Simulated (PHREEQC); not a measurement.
Model water analysis in mg/L, 28 °C, pH 6.43, pe 9.1:

```tsv
constituent	mg/L
Na	5.46
K	0.336
Ca	48.3
Mg	2.9
Cl	24
S(6) as SO4	36.3
Alkalinity as HCO3	81.6
F	0.113
Br	0.462
Cd	1.38
```

Valence states are taken as typed.

Equilibrium calculation in PHREEQC: ion-association model, wateq4f.dat.

**Question.** The ionic strength comes out as 0.00433 mol/kgw. What activity coefficients do Br-, Na+, SO4-2, CaHCO3+, K+ get?

**Answer.** Br- 0.93, Na+ 0.93, SO4-2 0.76, CaHCO3+ 0.93, K+ 0.93.

Precipitation was switched off in this run. Examples of supersaturated solids here: Otavite. Others may be too. Complexes and solids missing from the database can't appear.
